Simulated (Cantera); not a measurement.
An isothermal, constant-pressure homogeneous reactor starts with 0.106 % CO, 3.74 % O2, 0.192 % H2O, 96.0 % N2, at 1500 K and 180000 Pa.

Cantera simulation using GRI-Mech 3.0 (53 species, 325 reactions); the numbers are that mechanism's predictions, not measurements.

x: mole fraction; the columns are a selection and need not sum to one.

| t (s) | x CO | x O2 | x H2O | x CO2 | x H2 | x HO2 |
|---|---|---|---|---|---|---|
| 6.00e-6 | 0.00106 | 0.0374 | 0.00192 | 9.32e-10 | <1e-12 | 1.43e-10 |
| 3.55e-5 | 0.00106 | 0.0374 | 0.00192 | ? | 1.43e-12 | 7.90e-10 |
| 0.000210 | 0.00106 | 0.0374 | 0.00192 | ? | 1.10e-10 | 3.63e-9 |
| 0.00124 | 0.00105 | 0.0374 | 0.00192 | ? | 4.66e-8 | 1.28e-7 |
| 0.00735 | 0.000132 | 0.0369 | 0.00189 | ? | 1.37e-6 | 6.46e-7 |
| 0.0435 | 2.05e-6 | 0.0369 | 0.00191 | 0.00105 | 5.89e-8 | 3.03e-8 |
| 0.257 | 2.14e-8 | 0.0369 | 0.00192 | 0.00106 | 1.43e-8 | 8.50e-9 |
| 1.52 | 2.02e-8 | 0.0369 | 0.00192 | 0.00106 | 1.42e-8 | 8.45e-9 |
| 9.00 | 2.02e-8 | 0.0369 | 0.00192 | 0.00106 | 1.42e-8 | 8.45e-9 |

**Question.** Fill in the missing entries.

**Answer.** 
- 3.55e-5, x CO2: 5.63e-9
- 0.000210, x CO2: 4.38e-8
- 0.00124, x CO2: 5.21e-6
- 0.00735, x CO2: 0.000924
